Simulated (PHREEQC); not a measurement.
0.33 g of hydrous ferric oxide (600 m²/g; 0.2 weak and 0.005 strong sites per Fe, Dzombak-Morel constants, diffuse double layer) in 1 kg of water with 0.05 mol/kgw of an inert sodium salt and 8.2e-05 mol CaCl2, at 25 °C; the pH is set by adding NaOH or the inert anion's acid. Oxygen is held at 0.21 atm. The system is closed to CO2. No solid was allowed to form.

The series has 17 steps of pH, from 3 to 9.

Computed with PHREEQC (ion-association model, wateq4f.dat).

Problem. Near which pH is half of the Ca sorbed, and on which side is more sorbed?

Solution. Near pH 8.8, with more sorbed at higher pH.

The oxide is taken as insoluble; below pH 4 it would dissolve.
